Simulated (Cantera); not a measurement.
**SiHCl₃ + HCl + H₂ (silicon epitaxy and polysilicon growth)**

Feed: 1 mol SiHCl₃, 0.51 mol HCl, a varied amount of H₂, equilibrated at 727 °C and 2.00 bar.

Equilibrium computed with Cantera from the NASA thermochemical tables; the gas is ideal and each condensed phase is pure. Candidate condensed phases: Si; 19 gas species. The tables' values for SiCl₃ are old estimates; treat these amounts as uncertain. The numbers say what is thermodynamically allowed, not how fast it happens.

```csv
n(H₂) (mol),log p H₂,log p SiHCl₃,log p SiCl₄,log p HCl,log p SiH₂Cl₂,log p SiCl₃,n Si(s)
65,0.29,-1.81,-1.96,-2.01,-2.62,-3.72,0.0298
82,0.29,-1.90,-2.09,-2.04,-2.69,-3.81,0.0380
100,0.30,-1.99,-2.20,-2.07,-2.74,-3.89,0.0469
130,0.30,-2.10,-2.35,-2.11,-2.81,-4.00,0.0621
170,0.30,-2.21,-2.50,-2.14,-2.89,-4.12,0.0822
210,0.30,-2.31,-2.63,-2.18,-2.96,-4.22,0.102
270,0.30,-2.43,-2.79,-2.22,-3.03,-4.34,0.130
340,0.30,-2.54,-2.94,-2.25,-3.11,-4.45,0.161
430,0.30,-2.66,-3.10,-2.29,-3.19,-4.57,0.197
```
log p: log10 of the partial pressure in bar; n: condensed amount in mol.

From 65 mol H₂ to 430 mol H₂ the condensed part is Si(s). The main Si-bearing gas is SiHCl₃ throughout. The share of Si in condensed phases is highest at 430 mol H₂ (19.7 %) and lowest at 65 mol H₂ (3.0 %).
